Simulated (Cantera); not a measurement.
A closed system holds: 1 mol CH3Cl, at 0.133 bar.

Cantera equilibrium calculation (NASA polynomials, part measured and part estimated; ideal gas, pure solids and liquids). Candidate condensed phases: C, C6H6, C7H8, C8H18; 91 gas species. The numbers say what is thermodynamically allowed, not how fast it happens.

x: gas mole fraction; n: condensed amount in mol.

```json
[
 {"T (°C)": "1300", "x HCl": "0.500", "x H2": "0.500", "x H": "7.87e-5", "x Cl": "6.26e-5", "x C2H2 (acetylene)": "1.03e-5", "x CH4": "___", "n C(graphite)": "1.000"},
 {"T (°C)": "1400", "x HCl": "0.500", "x H2": "0.500", "x H": "0.000220", "x Cl": "0.000172", "x C2H2 (acetylene)": "2.85e-5", "x CH4": "___", "n C(graphite)": "1.000"},
 {"T (°C)": "1500", "x HCl": "0.499", "x H2": "0.500", "x H": "0.000551", "x Cl": "0.000423", "x C2H2 (acetylene)": "6.99e-5", "x CH4": "___", "n C(graphite)": "1.000"},
 {"T (°C)": "1600", "x HCl": "0.499", "x H2": "0.499", "x H": "0.00125", "x Cl": "0.000945", "x C2H2 (acetylene)": "0.000156", "x CH4": "___", "n C(graphite)": "0.999"},
 {"T (°C)": "1700", "x HCl": "0.497", "x H2": "0.498", "x H": "0.00261", "x Cl": "0.00194", "x C2H2 (acetylene)": "0.000319", "x CH4": "___", "n C(graphite)": "0.999"},
 {"T (°C)": "1800", "x HCl": "0.494", "x H2": "0.496", "x H": "0.00508", "x Cl": "0.00373", "x C2H2 (acetylene)": "0.000608", "x CH4": "___", "n C(graphite)": "0.998"},
 {"T (°C)": "1900", "x HCl": "0.489", "x H2": "0.494", "x H": "0.00929", "x Cl": "0.00672", "x C2H2 (acetylene)": "0.00109", "x CH4": "___", "n C(graphite)": "0.996"},
 {"T (°C)": "2000", "x HCl": "0.482", "x H2": "0.489", "x H": "0.0161", "x Cl": "0.0114", "x C2H2 (acetylene)": "0.00184", "x CH4": "___", "n C(graphite)": "0.992"},
 {"T (°C)": "2100", "x HCl": "0.470", "x H2": "0.482", "x H": "0.0265", "x Cl": "0.0185", "x C2H2 (acetylene)": "0.00296", "x CH4": "___", "n C(graphite)": "0.988"},
 {"T (°C)": "2200", "x HCl": "0.454", "x H2": "0.471", "x H": "0.0419", "x Cl": "0.0286", "x C2H2 (acetylene)": "0.00454", "x CH4": "___", "n C(graphite)": "0.981"}
]
```

**Question.** What belongs in the gaps?

**Answer.** 
- 1300, x CH4: 6.11e-5
- 1400, x CH4: 4.04e-5
- 1500, x CH4: 2.80e-5
- 1600, x CH4: 2.02e-5
- 1700, x CH4: 1.51e-5
- 1800, x CH4: 1.16e-5
- 1900, x CH4: 9.06e-6
- 2000, x CH4: 7.20e-6
- 2100, x CH4: 5.77e-6
- 2200, x CH4: 4.64e-6
